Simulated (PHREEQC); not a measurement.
A solution holds 0.049 mol/kgw Al2(SO4)3, at 25 °C. Closed to the air; pH follows from the charge balance.

All values are PHREEQC results (ion-association model, wateq4f.dat), not measurements.

```csv
quantity,before,after
pH,3.90,4.01
ionic strength (mol/kgw),0.158,0.0426
```

What was changed between the two runs?
A) temperature from 25 to 30 °C
B) Al2(SO4)3 from 0.049 to 0.0245 mol/kgw
C) diluted 5-fold with water
D) Al2(SO4)3 replaced by NaAlO2 at the same molality
E) Al2(SO4)3 from 0.049 to 0.098 mol/kgw

C, diluted 5-fold with water

This is a speciation only: nothing precipitates in the calculation. Some of these states are supersaturated (in Basaluminite, Gibbsite (slow to form), for instance).
